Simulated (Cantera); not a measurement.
Charge: 1 mol MgO, 1.2 mol HCl, 48 mol H₂, equilibrated at 1523 K and 6.00e-5 bar.

Method: chemical equilibrium by Gibbs-energy minimisation in Cantera with the NASA 1993 tables (ideal gas, pure condensed phases). Candidate condensed phases: H₂O, Mg, MgCl₂, MgO, Mg(OH)₂; 22 gas species. The numbers say what is thermodynamically allowed, not how fast it happens.

Base state: H₂ 0.963, HCl 0.0229, H₂O 0.00571, Mg 0.00507, H 0.00293, MgCl₂ 0.000613, Cl 5.59e-5, MgCl 2.74e-5 (mole fractions); condensed: MgO(s).

**Question.** What changes in the equilibrium state with this change: H₂ from 48 to 6.6 mol?

**Answer.** 
```
species        before     after
-----------  --------  --------
H₂              0.963     0.840
HCl            0.0229     0.133
H₂O           0.00571    0.0120
MgCl₂        0.000613   0.00984
Cl            5.59e-5  0.000348
MgCl          2.74e-5   7.07e-5
MgO(s), mol     0.717     0.906
```

**Question.** What changes in the equilibrium state with this change: pressure from 6.00e-5 bar to 0.190 bar?

**Answer.** 
```json
[
 {"species": "H₂", "before": "0.963", "after": "0.976"},
 {"species": "HCl", "before": "0.0229", "after": "0.0210"},
 {"species": "H₂O", "before": "0.00571", "after": "0.00171"},
 {"species": "Mg", "before": "0.00507", "after": "5.40e-6"},
 {"species": "MgCl₂", "before": "0.000613", "after": "0.00171"},
 {"species": "Cl", "before": "5.59e-5", "after": "9.03e-7"},
 {"species": "H", "before": "0.00293", "after": "5.24e-5"},
 {"species": "MgCl", "before": "2.74e-5", "after": "1.49e-6"},
 {"species": "MgO(s), mol", "before": "0.717", "after": "0.916"}
]
```

**Question.** What changes in the equilibrium state with this change: pressure from 6.00e-5 bar to 0.000110 bar?

**Answer.** 
| species | before | after |
|---|---|---|
| H₂ | 0.963 | 0.966 |
| HCl | 0.0229 | 0.0227 |
| H₂O | 0.00571 | 0.00440 |
| Mg | 0.00507 | 0.00360 |
| Cl | 5.59e-5 | 4.08e-5 |
| H | 0.00293 | 0.00217 |
| MgCl₂ | 0.000613 | 0.000776 |
| MgCl | 2.74e-5 | 2.60e-5 |
| MgO(s), mol | 0.717 | 0.782 |
